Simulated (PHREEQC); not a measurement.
## Metal-bearing waste water

Dissolve 5.2 mmol/kgw ZnSO4, 0.066 mmol/kgw CuCl2, 0.05 mmol/kgw NaF and 1 mmol/kgw NaCl at 25 °C. Closed to the air; pH follows from the charge balance.

Computed with PHREEQC (ion-association model, wateq4f.dat).

Each row changes one thing in this solution. This is a speciation only: nothing precipitates in the calculation.

```csv
case,pH,ionic strength (mol/kgw),ZnSO4 (mol/kgw),Zn(SO4)2-2 (mol/kgw),CuSO4 (mol/kgw),NaSO4- (mol/kgw),SI of Tenorite (CuO)
as made,5.76,0.0167,0.00128,4.04e-5,1.47e-5,1.20e-5,-0.60
NaF left out,5.75,0.0166,0.00128,4.04e-5,1.47e-5,1.14e-5,-0.62
temperature from 25 to 90 °C,5.11,0.0156,0.00151,2.98e-5,1.68e-5,1.49e-5,+0.05
NaF from 5e-05 to 0.00025 mol/kgw,5.79,0.0169,0.00128,4.02e-5,1.46e-5,1.42e-5,-0.54
temperature from 25 to 65 °C,5.33,0.0159,0.00145,3.34e-5,1.63e-5,1.39e-5,-0.18
```

Complexes and solids missing from the database can't appear. Away from 25 °C the constants follow the database's enthalpies or fits; those with neither stay at their 25 °C values.
